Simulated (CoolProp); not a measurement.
Vapour-liquid equilibrium of n-butane (1) + trans-2-butene (2) at 301.4 K; x and y are mole fractions of (1).

Computed with CoolProp (multi-fluid Helmholtz-energy mixture model, Bücker 2006 and Lemmon 2005; pair parameters Bell 2016).

Task: Give the bubble pressure and the first vapour's composition at x = 0.05, 0.25, 0.35. Is there an azeotrope?

Result: x = 0.05: 0.2606 MPa, y = 0.055; x = 0.25: 0.2651 MPa, y = 0.262; x = 0.35: 0.2666 MPa, y = 0.361. y crosses x between x = 0.75 and 0.85: the model has an azeotrope there.

The pair parameters rest on a limited set of measurements; away from them the model extrapolates.
